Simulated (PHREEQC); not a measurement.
**Leach liquor**

Make-up at 25 °C: 0.0014 mol/kgw HCl, 0.1 mol/kgw Li2SO4 and 0.17 mol/kgw NiSO4. Closed to the air; pH follows from the charge balance.

Computed with PHREEQC (ion-association model, wateq4f.dat).

Each row changes one thing in this solution. Precipitation was switched off in this run.

| case | pH | ionic strength (mol/kgw) | Li+ (mol/kgw) | SO4-2 (mol/kgw) | NiSO4 (mol/kgw) | Ni+2 (mol/kgw) | SI of Morenosite (NiSO4:7H2O) | SI of Ni(OH)2 (Ni(OH)2) |
|---|---|---|---|---|---|---|---|---|
| as made | 3.60 | 0.529 | 0.177 | 0.144 | 0.100 | 0.0689 | -0.90 | -5.31 |
| diluted 100-fold with water | 4.96 | 0.00857 | 0.00199 | 0.00238 | 0.000302 | 0.00140 | -3.45 | -3.91 |
| Li2SO4 from 0.1 to 0.05 mol/kgw | 3.54 | 0.431 | 0.0899 | 0.114 | 0.0941 | 0.0753 | -0.93 | -5.39 |
| HCl left out | 6.09 | 0.528 | 0.177 | 0.145 | 0.101 | 0.0687 | -0.90 | -0.33 |
| Li2SO4 from 0.1 to 0.02 mol/kgw | 3.50 | 0.372 | 0.0364 | 0.0951 | 0.0895 | 0.0800 | -0.96 | -5.45 |
| NiSO4 from 0.17 to 0.085 mol/kgw | 3.55 | 0.405 | 0.179 | 0.115 | 0.0478 | 0.0369 | -1.23 | -5.69 |
| diluted 2-fold with water | 3.77 | 0.295 | 0.0915 | 0.0815 | 0.0442 | 0.0406 | -1.27 | -5.19 |
| HCl from 0.0014 to 0.00014 mol/kgw | 4.60 | 0.528 | 0.177 | 0.145 | 0.101 | 0.0688 | -0.90 | -3.31 |

Species that the database lacks are ignored.
